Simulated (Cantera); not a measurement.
Cantera run:

```python
import numpy as np
import cantera as ct

gas_names = """
    Ca CaF CaF2 CaO CaOH CaO2H2 Ca2 F FO FO2 F2 F2O H HF HOF HO2 H2 H2F2 H2O H2O2 H3F3 H4F4 H5F5 H6F6
    H7F7 O OH O2 O3
""".split()
cond_names = """
    Ca(a) Ca(b) Ca(L) CaF2(a) CaF2(b) CaF2(L) CaO(s) CaO(L) CaO2H2(s) H2O(s) H2O(L)
""".split()


def load(file, names, dense=False):
    # The tables refer to 1 bar. Condensed volumes are neglected.
    table = {s.name: s for s in ct.Species.list_from_file(file)}
    out = []
    for n in names:
        d = dict(table[n].input_data)
        d["thermo"] = dict(d["thermo"], **{"reference-pressure": 1e5})
        if dense:
            d["equation-of-state"] = {"model": "constant-volume", "density": "1e6 g/cm^3"}
        out.append(ct.Species.from_dict(d))
    return out


gas = ct.Solution(thermo="ideal-gas", species=load("nasa_gas.yaml", gas_names))
cond = {s.name: ct.Solution(thermo="fixed-stoichiometry", species=[s], name=s.name)
        for s in load("nasa_condensed.yaml", cond_names, dense=True)}
atoms = {
    'CaO': {'Ca': 1, 'O': 1},
    'HF': {'H': 1, 'F': 1},
    'O2': {'O': 2},
}
top_T = {}  # K; cautious upper limits of use, not melting points


def equilibrate(T, P, feed):
    n = {}
    for name, mol in feed.items():
        for a, k in atoms[name].items():
            n[a] = n.get(a, 0.0) + k * mol
    gas.TPX = T, P, n
    mass = sum(n.values()) * gas.mean_molecular_weight
    gas.equilibrate("TP")
    valid = [c for c in cond.values() if c.min_temp <= T <= top_T.get(c.name, c.max_temp)]
    mix = ct.Mixture([(gas, mass / gas.mean_molecular_weight)] + [(c, 0.0) for c in valid])
    mix.T, mix.P = T, P
    mix.equilibrate("TP", solver="vcs", rtol=1e-11, max_steps=5000)
    return mix


results = []
feed = {'CaO': 1, 'HF': 26, 'O2': 2}  # mol
T = 1298.15  # K
P = 1333.22  # Pa
mix = equilibrate(T, P, feed)
results.append((T, P, feed, dict(zip(mix.species_names, mix.species_moles))))
print(gas.report(threshold=1e-05))
for i in range(1, mix.n_phases):
    print(f"{mix.phase(i).name:16s} {mix.phase_moles(i):12.5e} mol")
```

It prints:

```
       temperature   1298.2 K
          pressure   1333.2 Pa
           density   0.0025718 kg/m^3
  mean mol. weight   20.821 kg/kmol
   phase of matter   gas

                          1 kg             1 kmol
                     ---------------   ---------------
          enthalpy       -1.0605e+07        -2.208e+08  J
   internal energy       -1.1123e+07       -2.3159e+08  J
           entropy             12503        2.6032e+05  J/K
    Gibbs function       -2.6835e+07       -5.5873e+08  J
 heat capacity c_p            1551.3             32299  J/K
 heat capacity c_v            1151.9             23984  J/K

                      mass frac. Y      mole frac. X     chem. pot. / RT
                     ---------------   ---------------   ---------------
                HF           0.85411           0.88888           -53.059
               H2O          0.032039           0.03703           -55.761
                OH        1.1582e-05        1.4179e-05           -36.442
                O2           0.11383           0.07407           -34.246
     [  +25 minor]        4.6506e-06        1.8561e-06

Ca(L)             0.00000e+00 mol
CaF2(a)           9.99972e-01 mol
CaO(s)            0.00000e+00 mol
```

These are equilibrium values from Cantera (NASA tables, ideal gas, pure condensed phases), not measurements of a reactor.
